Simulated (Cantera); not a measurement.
A closed system holds: 1 mol Si, 0.012 mol H₂O, 66 mol H₂, 1.9 mol CO₂, equilibrated at 0.133 bar.

Equilibrium computed with Cantera from the NASA thermochemical tables; the gas is ideal and each condensed phase is pure. Candidate condensed phases: C, C₆H₆, C₇H₈, C₈H₁₈, H₂O, Si, SiC, SiO₂; 123 gas species. The tables hold silica as quartz up to 1696 K and as liquid above; real silica turns to tridymite and cristobalite and melts near 1996 K. Kinetics and transport are ignored.

Question: At 1452 °C, list the 6 most abundant gas species with their mole fractions, and the condensed phases.

Answer: H₂ 0.968, CO 0.0279, SiO 0.00262, H₂O 0.00132, H 0.000500, CO₂ 1.08e-5. Condensed: SiO₂(condensed).
